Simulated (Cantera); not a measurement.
Cantera run:

```python
import numpy as np
import cantera as ct

gas_names = [...]  # 110 gases of nasa_gas.yaml made of C, H, O
cond_names = """
    C(gr) C6H6(L) C7H8(L) C8H18(L),n-octa H2O(s) H2O(L)
""".split()


# ... load() reads the species with a 1 bar reference pressure and builds the phases ...
atoms = {
    'C': {'C': 1},
    'CO2': {'C': 1, 'O': 2},
    'H2': {'H': 2},
}
top_T = {'C(gr)': 4500}  # K; cautious upper limits of use, not melting points


# ... equilibrate(T, P, feed) seeds the gas with the atoms and calls Mixture.equilibrate('TP', solver="vcs", rtol=1e-11, max_steps=5000) ...
results = []
feed = {'C': 1, 'CO2': 0.031, 'H2': 1.2}  # mol
P = 100000  # Pa
for T in [923, 998, 1073, 1148, 1223, 1298, 1373, 1448, 1523, 1598, 1673]:
    mix = equilibrate(T, P, feed)
    results.append((T, P, feed, dict(zip(mix.species_names, mix.species_moles))))

top = {s: max(r[3][s] / sum(r[3][g] for g in gas_names) for r in results) for s in gas_names}
cols = sorted((s for s in top if top[s] > 1e-05), key=lambda s: -top[s])[:5]
seen = [c for c in cond_names if any(r[3].get(c, 0) > 1e-12 for r in results)]
print("log10 of partial pressures in bar; condensed amounts in mol")
print(f"{'T/K':>10s}" + "".join(f"{s[:9]:>10s}" for s in cols + seen))
for T, P, feed, n in results:
    ng = sum(n[g] for g in gas_names)
    print(f"{T:10.4g}" + "".join(f"{np.log10(max(n[s] / ng * P / 1e5, 1e-99)):10.3f}" for s in cols)
          + "".join(f"{n.get(c, 0):10.4g}" for c in seen))
```

Output:

```
log10 of partial pressures in bar; condensed amounts in mol
       T/K        H2       CH4        CO       H2O       CO2     C(gr)
       923    -0.099    -0.831    -1.614    -1.524    -2.730    0.8451
       998    -0.059    -1.129    -1.418    -1.866    -3.065    0.8996
      1073    -0.041    -1.419    -1.344    -2.270    -3.539    0.9297
      1148    -0.032    -1.687    -1.319    -2.669    -4.030    0.9464
      1223    -0.028    -1.930    -1.312    -3.036    -4.485    0.9556
      1298    -0.025    -2.149    -1.309    -3.366    -4.895    0.9607
      1373    -0.024    -2.346    -1.309    -3.662    -5.261    0.9636
      1448    -0.023    -2.523    -1.308    -3.928    -5.588    0.9654
      1523    -0.023    -2.684    -1.308    -4.167    -5.882    0.9664
      1598    -0.023    -2.829    -1.308    -4.384    -6.146    0.9671
      1673    -0.022    -2.961    -1.308    -4.581    -6.386    0.9675
```

Cantera equilibrium calculation (NASA polynomials, part measured and part estimated; ideal gas, pure solids and liquids).
